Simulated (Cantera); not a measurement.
Equilibrium for silicon carbide growth: SiH2Cl2 + C2H4 + H2

Charge: 1 mol SiH2Cl2, 0.013 mol C2H4, 15 mol H2, at 11000 Pa.

These are equilibrium values from Cantera (NASA tables, ideal gas, pure condensed phases), not measurements of a reactor. Candidate condensed phases: C, C6H6, C7H8, C8H18, Si, SiC; 109 gas species. Mutual solubility and eutectic melting of coexisting phases are not modelled. The tables' values for SiCl, SiCl3 are old estimates; treat these amounts as uncertain. Gases not in the tables: Si2H6 and higher silanes. Rates play no part.

| T (°C) | x H2 | x HCl | x SiCl2 | x H | n Si(l) | n SiC(s) |
|---|---|---|---|---|---|---|
| 1577 | 0.901 | 0.0777 | 0.0194 | 0.00154 | 0.636 | 0.0259 |
| 1627 | 0.899 | 0.0789 | 0.0188 | 0.00227 | 0.645 | 0.0259 |
| 1677 | 0.898 | 0.0800 | 0.0181 | 0.00327 | 0.652 | 0.0258 |
| 1727 | 0.895 | 0.0810 | 0.0175 | 0.00464 | 0.656 | 0.0257 |
| 1777 | 0.893 | 0.0818 | 0.0170 | 0.00646 | 0.657 | 0.0254 |
| 1827 | 0.889 | 0.0825 | 0.0164 | 0.00886 | 0.652 | 0.0248 |
| 1877 | 0.885 | 0.0829 | 0.0158 | 0.0120 | 0.640 | 0.0237 |
x: gas mole fraction; n: condensed amount in mol.

From 1577 °C to 1877 °C the condensed part is Si(l) + SiC(s). The main Si-bearing gas is SiCl2 throughout. The share of Si in condensed phases is highest at 1777 °C (68.3 %) and lowest at 1577 °C (66.2 %).
